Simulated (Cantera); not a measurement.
# Adiabatic ignition

An adiabatic, constant-volume homogeneous reactor starts with CH4 : C2H6 : C3H8 : O2 : N2 = 1 : 0.036 : 0.66 : 4.52 : 45.2 (molar parts), equivalence ratio 1.2, at 998 K and 398 Torr.

Cantera simulation using GRI-Mech 3.0 (53 species, 325 reactions); the numbers are that mechanism's predictions, not measurements. GRI-Mech 3.0 was tuned for natural gas; its chemistry of propane as a main component is partial and can be far from experiment. Below about 1000 K GRI-Mech 3.0 lacks low-temperature oxidation paths.

```tsv
t (s)	T (K)	P (bar)	x CH4	x C2H6	x C3H8	x CO2	x NO	x CH2CO
4.00e-6	998	0.530	0.0194	0.000700	0.0128	<1e-12	<1e-12	<1e-12
2.01e-5	998	0.530	0.0194	0.000700	0.0128	<1e-12	<1e-12	<1e-12
0.000101	998	0.530	0.0194	0.000700	0.0128	<1e-12	<1e-12	<1e-12
0.000504	998	0.530	0.0194	0.000700	0.0128	<1e-12	<1e-12	<1e-12
0.00253	998	0.530	0.0194	0.000700	0.0128	<1e-12	<1e-12	<1e-12
0.0127	998	0.530	0.0195	0.000700	0.0128	9.52e-11	<1e-12	7.74e-11
0.0635	998	0.530	0.0195	0.000703	0.0128	2.25e-9	<1e-12	8.93e-9
0.318	998	0.530	0.0195	0.000717	0.0126	1.90e-8	<1e-12	3.37e-7
1.60	1008	0.537	0.0199	0.000914	0.0102	4.50e-6	<1e-12	4.17e-5
8.00	2138	1.17	<1e-12	<1e-12	<1e-12	0.0340	0.000129	<1e-12
```
x: mole fraction; the columns are a selection and need not sum to one.

```json
{
  "time_of_steepest_temperature_rise": "1.77 s",
  "temperature at 8.00 s": "2138 K",
  "equilibrium_temperature": "2138 K",
  "x(CH4) at 8.00 s": "<1e-12 (gas-phase equilibrium <1e-12)",
  "x(C2H6) at 8.00 s": "<1e-12 (gas-phase equilibrium <1e-12)",
  "x(C3H8) at 8.00 s": "<1e-12 (gas-phase equilibrium <1e-12)"
}
```
